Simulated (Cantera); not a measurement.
Input: 1 mol Pb, 2.2 mol NH₃, 2.2 mol N₂, held at 1500 °C and 490000 Pa.

Cantera equilibrium calculation (NASA polynomials, part measured and part estimated; ideal gas, pure solids and liquids). Kinetics and transport are ignored.

```tsv
species	before	after
N₂	0.477	0.446
H₂	0.477	0.446
Pb	0.0461	0.108
NH₃	3.44e-5	1.29e-5
Pb₂	8.27e-5	0.000193
H	8.89e-5	0.000131
Pb(l), mol	0.680	0.201
```
Gas species are given as mole fractions.

### Question
Name the change that produced these shifts.
A) pressure from 490000 Pa to 210000 Pa
B) temperature from 1500 °C to 377 °C
C) temperature from 1500 °C to 1200 °C
D) temperature from 1500 °C to 875 °C

### Answer
A, pressure from 490000 Pa to 210000 Pa
